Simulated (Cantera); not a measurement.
Input: 1 mol PbO, 0.66 mol O2, 9.5 mol H2, equilibrated at 1023.15 K and 0.133 bar.

These are equilibrium values from Cantera (NASA tables, ideal gas, pure condensed phases), not measurements of a reactor. Candidate condensed phases: H2O, Pb, PbO, PbO2, Pb3O4; 12 gas species. Kinetics and transport are ignored.

Base state: H2 0.756, H2O 0.244, Pb 0.000201 (mole fractions); condensed: Pb(l).

Problem. What changes in the equilibrium state with this change: temperature from 1023.15 K to 1250 K?

Solution. 
```tsv
species	before	after
H2	0.756	0.748
H2O	0.244	0.242
Pb	0.000201	0.0100
Pb(l), mol	0.998	0.904
```

Problem. What changes in the equilibrium state with this change: pressure from 0.133 bar to 1.33 mbar?

Solution. 
| species | before | after |
|---|---|---|
| H2 | 0.756 | 0.741 |
| H2O | 0.244 | 0.239 |
| Pb | 0.000201 | 0.0201 |
| Pb(l), mol | 0.998 | 0.805 |

Problem. What changes in the equilibrium state with this change: O2 from 0.66 to 0.055 mol?

Solution. 
```
species       before     after
----------  --------  --------
H2             0.756     0.883
H2O            0.244     0.117
Pb          0.000201  0.000201
Pb(l), mol     0.998     0.998
```
